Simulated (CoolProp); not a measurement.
Properties of carbon dioxide along the isobar 0.239 MPa (Tc = 31.0 °C, pc = 7.377 MPa, ω = 0.224).

Model: reference Helmholtz-energy equation of state, Span 1996, in CoolProp.

```tsv
T (°C)	phase	cp (kJ/(kg K))	expansivity (1/kK)	Prandtl number
-11.75	gas	0.8319	4.068	0.783
3.75	gas	0.8433	3.799	0.776
19.25	gas	0.8558	3.567	0.770
34.75	gas	0.8688	3.366	0.766
50.25	gas	0.8820	3.188	0.762
65.75	gas	0.8952	3.030	0.759
81.25	gas	0.9083	2.887	0.756
96.75	gas	[?]	2.758	0.754
112.25	gas	0.9337	2.641	0.752
127.75	gas	0.9460	2.534	[?]
143.25	gas	0.9580	2.435	0.748
158.75	gas	[?]	2.345	0.746
174.25	gas	0.9810	2.260	0.744
189.75	gas	0.9921	2.182	0.743
```

Question: Fill in the missing entries.

Answer: 
- 96.75, cp (kJ/(kg K)): 0.9211
- 127.75, Prandtl number: 0.750
- 158.75, cp (kJ/(kg K)): 0.9697

Viscosity comes from a separate model (Laesecke 2017). Thermal conductivity comes from a separate model (Huber 2016).
